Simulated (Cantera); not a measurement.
Stirred combustor or abatement burner

A perfectly stirred reactor is fed with 10.6 % CH4, 1.80 % CO, 18.4 % O2, 69.2 % N2, at 7350 Torr; it is adiabatic with a 750 K inlet, and is followed from long to short residence time, starting on the burning branch (τ in s: 0.068, 0.034, 0.017, 0.0086, 0.0043, 0.0021, 0.0011, 0.00054, 0.00027, 0.00013, 6.7e-05).

Computed with Cantera and GRI-Mech 3.0 (53 species, 325 reactions).

| τ (s) | T (K) | x CH4 | x CO | x O2 | x N2O | x OH |
|---|---|---|---|---|---|---|
| 0.068 | 2477 | 1.71e-6 | 0.0508 | 0.000227 | 1.05e-7 | 0.00187 |
| 0.034 | 2476 | 3.31e-6 | 0.0508 | 0.000246 | 1.08e-7 | 0.00190 |
| 0.017 | 2475 | 6.23e-6 | 0.0508 | 0.000282 | 1.12e-7 | 0.00197 |
| 0.0086 | 2473 | 1.11e-5 | 0.0509 | 0.000346 | 1.19e-7 | 0.00208 |
| 0.0043 | 2469 | 1.91e-5 | 0.0510 | 0.000460 | 1.30e-7 | 0.00226 |
| 0.0021 | 2463 | 3.18e-5 | 0.0513 | 0.000661 | 1.48e-7 | 0.00254 |
| 0.0011 | 2456 | 4.85e-5 | 0.0516 | 0.000950 | 1.70e-7 | 0.00288 |
| 0.00054 | 2443 | 7.56e-5 | 0.0521 | 0.00145 | 2.00e-7 | 0.00336 |
| 0.00027 | 2426 | 0.000117 | 0.0530 | 0.00219 | 2.32e-7 | 0.00392 |
| 0.00013 | 2402 | 0.000190 | 0.0542 | 0.00338 | 2.64e-7 | 0.00453 |
| 6.7e-5 | 2373 | 0.000307 | 0.0559 | 0.00501 | 2.87e-7 | 0.00504 |
x: mole fraction; the columns are a selection and need not sum to one.
